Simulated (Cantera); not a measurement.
# Thermodynamics of carbothermic reduction, feed Cu2O + C + H2

Charge: 1 mol Cu2O, 0.41 mol C, 0.34 mol H2, at 2.20 mbar.

Method: chemical equilibrium by Gibbs-energy minimisation in Cantera with the NASA 1993 tables (ideal gas, pure condensed phases). Candidate condensed phases: C, C6H6, C7H8, C8H18, Cu, CuO, Cu(OH)2, Cu2O, H2O; 113 gas species. Kinetics and transport are ignored.

```tsv
T (K)	log p Cu	log p H2O	log p CO2	log p CO	log p H	log p O	log p H2	log p O2	log p OH	n Cu(l)
1498	-5.10	-3.06	-3.06	-3.47	-6.71	-10.32	-3.88	-9.83	-7.43	2.00
1598	-4.41	-3.06	-3.08	-3.46	-6.24	-9.17	-3.93	-8.65	-6.78	1.99
1698	-3.81	-3.08	-3.11	-3.48	-5.83	-8.16	-3.99	-7.60	-6.22	1.94
1798	-3.28	-3.17	-3.20	-3.56	-5.51	-7.26	-4.11	-6.68	-5.75	1.76
1898	-2.80	-3.61	-3.64	-3.98	-5.39	-6.47	-4.57	-5.87	-5.52	0.0347
1998	-2.80	-3.63	-3.67	-3.95	-5.08	-5.79	-4.56	-5.22	-5.14	0
2098	-2.80	-3.66	-3.72	-3.88	-4.76	-5.25	-4.50	-4.77	-4.84	0
2198	-2.81	-3.71	-3.81	-3.79	-4.46	-4.82	-4.42	-4.49	-4.61	0
2298	-2.82	-3.80	-3.93	-3.72	-4.18	-4.46	-4.33	-4.31	-4.45	0
2398	-2.84	-3.94	-4.10	-3.66	-3.94	-4.18	-4.28	-4.22	-4.34	0
2498	-2.86	-4.16	-4.29	-3.63	-3.75	-3.94	-4.29	-4.20	-4.30	0
2598	-2.88	-4.47	-4.53	-3.62	-3.60	-3.77	-4.36	-4.26	-4.34	0
```
log p: log10 of the partial pressure in bar; n: condensed amount in mol.

From 1498 K to 1898 K the condensed part is Cu(l). From 1998 K to 2598 K nothing is condensed. The main Cu-bearing gas is Cu throughout.
